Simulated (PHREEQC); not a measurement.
A column of 1 m (30 cells, dispersivity 0.08 m, 720 s a shift, diffusion coefficient 3e-10 m²/s) holds 0.01 eq of the database's cation exchanger X per kg of pore water, first in equilibrium with 0.0015 mol/kgw NH4Cl, 0.029 mol/kgw NaCl and 1e-05 mol/kgw HCl. It is flushed with 6.5 mmol/kgw NaCl, 3.1 mmol/kgw Na2SO4 and 0.01 mmol/kgw HCl, at 15 °C. Values are for the last cell. The system is closed to CO2. No solid was allowed to form.

Model: ion-association model, phreeqc.dat, run in PHREEQC.

### Question
Predict NH4 in solution (mol/kgw) at pore volumes = 1.883, 3.883, 4.017.

### Answer
| pore volumes | NH4 in solution (mol/kgw) |
|---|---|
| 1.883 | 0.000593 |
| 3.883 | 0.000250 |
| 4.017 | 0.000232 |
